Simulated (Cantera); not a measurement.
Input (Python, Cantera):

```python
import numpy as np
import cantera as ct

gas = ct.Solution("gri30.yaml")
gas.TPX = 1650, 101325, {'CH4': 1, 'O2': 3.51, 'N2': 13.2, 'H2O': 0.4}
reactor = ct.IdealGasReactor(gas, energy="on", clone=False)
net = ct.ReactorNet([reactor])
net.rtol, net.atol = 1e-08, 1e-16
show = ['CH4', 'O2', 'H2O', 'HCN', 'NO2', 'HCO']
times = np.geomspace(3e-06, 3, 11)

steps = ct.SolutionArray(gas, extra=["t"])
rows = []
print(f"{'t/s':>10s}{'T/K':>9s}{'P/Pa':>11s}" + "".join(f"{s:>11s}" for s in show))
for t in times:
    while net.time < t:
        t_next = net.step()
        steps.append(gas.state, t=t_next)
    rows.append([np.interp(t, steps.t, y) for y in (steps.T, steps.P, *steps(*show).X.T)])
    print(f"{t:10.3e}{rows[-1][0]:9.1f}{rows[-1][1]:11.4g}" + "".join(f"{x:11.3e}" for x in rows[-1][2:]))
rate = np.gradient(steps.T, steps.t)
print("integrator steps:", len(steps.t))
if steps.T.max() > steps.T[0] + 200:
    print(f"time of steepest temperature rise: {steps.t[rate.argmax()]:.4e} s")
gas.TPX = 1650, 101325, {'CH4': 1, 'O2': 3.51, 'N2': 13.2, 'H2O': 0.4}
gas.equilibrate("UV")
print(f"equilibrium (UV): T = {gas.T:.1f} K  " + "  ".join(f"{s} {gas[s].X[0]:.3e}" for s in show))
```

Result:

```
       t/s      T/K       P/Pa        CH4         O2        H2O        HCN        NO2        HCO
 3.000e-06   1650.0  1.013e+05  5.522e-02  1.938e-01  2.209e-02  4.258e-17  1.778e-19  1.403e-12
 1.194e-05   1649.9  1.013e+05  5.520e-02  1.938e-01  2.209e-02  8.797e-16  1.824e-17  3.284e-11
 4.755e-05   1649.8  1.013e+05  5.512e-02  1.938e-01  2.213e-02  2.156e-14  1.847e-15  1.175e-09
 1.893e-04   1659.4   1.02e+05  5.236e-02  1.920e-01  2.402e-02  8.805e-12  7.910e-13  4.135e-07
 7.536e-04   2711.6  1.699e+05  3.770e-17  7.986e-02  1.137e-01  4.353e-11  2.290e-06  6.841e-09
 3.000e-03   2697.5  1.688e+05  3.578e-17  7.513e-02  1.145e-01  8.242e-11  8.107e-06  6.358e-09
 1.194e-02   2692.7  1.685e+05  3.514e-17  7.354e-02  1.148e-01  9.342e-11  1.001e-05  6.200e-09
 4.755e-02   2692.7  1.685e+05  3.513e-17  7.353e-02  1.148e-01  9.345e-11  1.001e-05  6.199e-09
 1.893e-01   2692.7  1.685e+05  3.513e-17  7.353e-02  1.148e-01  9.345e-11  1.001e-05  6.199e-09
 7.536e-01   2692.7  1.685e+05  3.513e-17  7.353e-02  1.148e-01  9.345e-11  1.001e-05  6.199e-09
 3.000e+00   2692.7  1.685e+05  3.513e-17  7.353e-02  1.148e-01  9.345e-11  1.001e-05  6.199e-09
integrator steps: 1682
time of steepest temperature rise: 2.7379e-04 s
equilibrium (UV): T = 2692.7 K  CH4 4.978e-17  O2 7.353e-02  H2O 1.148e-01  HCN 9.345e-11  NO2 1.001e-05  HCO 6.199e-09
```

Detailed kinetics in Cantera: GRI-Mech 3.0 (53 species, 325 reactions).
